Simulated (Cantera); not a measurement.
Input: 1 mol BN, 0.75 mol O2, 0.81 mol H2, held at 1275 °C and 3.00 Pa.

Cantera equilibrium calculation (NASA polynomials, part measured and part estimated; ideal gas, pure solids and liquids). Candidate condensed phases: B, BN, B2O3, B3O3H3, H2O; 39 gas species. Equilibrium is a limit: real reactors are often held back by kinetics, nucleation or transport.

### Question
What is the equilibrium state?

### Answer
| Property | Result |
|---|---|
| x(H2) | 0.401 |
| x(N2) | 0.275 |
| x(B2O3) | 0.218 |
| x(HBO2) | 0.0560 |
| x(HBO) | 0.0272 |
| x(B2O2) | 0.0121 |
| x(BO) | 0.00587 |
| x(H) | 0.00356 |
| x(H2O) | 0.000603 |
| gas amount | 1.819 mol |
| log10 activity of B(s) (absent) | -3.27 |
| log10 activity of B3O3H3(s) (absent) | -17.71 |
